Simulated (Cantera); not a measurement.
A closed system holds: 1 mol V, 41 mol N₂, held at 1.60 Pa.

Equilibrium computed with Cantera from the NASA thermochemical tables; the gas is ideal and each condensed phase is pure. Candidate condensed phases: V, VN; 4 gas species. Kinetics and transport are ignored.

Q: At 2398 K, list the 3 most abundant gas species with their mole fractions, and the condensed phases.

A: N₂ 0.976, V 0.0238, N 2.70e-5. Condensed: gas only.
